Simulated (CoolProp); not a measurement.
A single-stage vapour-compression cycle with sulfur dioxide: evaporating at 327.15 K (dew point), condensing at 385.15 K (bubble point), superheat 0 K, subcooling 8 K, compressor efficiency 0.7, no pressure losses. Each further row changes one setting.

Values from CoolProp's reference Helmholtz-energy equation of state, Gao 2016.

| case | cooling COP | pressure ratio | discharge temperature (K) | refrigerating effect (kJ/kg) | volumetric capacity (kJ/m³) |
|---|---|---|---|---|---|
| as stated | 3.12 | 3.76 | 459.0 | 247 | 6220 |
| evaporating temperature 332.15 K | 3.52 | 3.29 | … | 248 | 7130 |
| condensing temperature 380.15 K | 3.51 | … | 448.2 | 255 | … |
| subcooling 13 K | … | 3.76 | 459.0 | 255 | … |
| superheat 10 K | 3.07 | 3.76 | … | 255 | … |
| compressor efficiency 0.6 | 2.67 | 3.76 | … | 247 | 6220 |

Task: Fill in the missing entries.

Result: 
- evaporating temperature 332.15 K, discharge temperature (K): 450.6
- condensing temperature 380.15 K, pressure ratio: 3.41
- condensing temperature 380.15 K, volumetric capacity (kJ/m³): 6430
- subcooling 13 K, cooling COP: 3.23
- subcooling 13 K, volumetric capacity (kJ/m³): 6440
- superheat 10 K, discharge temperature (K): 473.0
- superheat 10 K, volumetric capacity (kJ/m³): 6140
- compressor efficiency 0.6, discharge temperature (K): 474.0
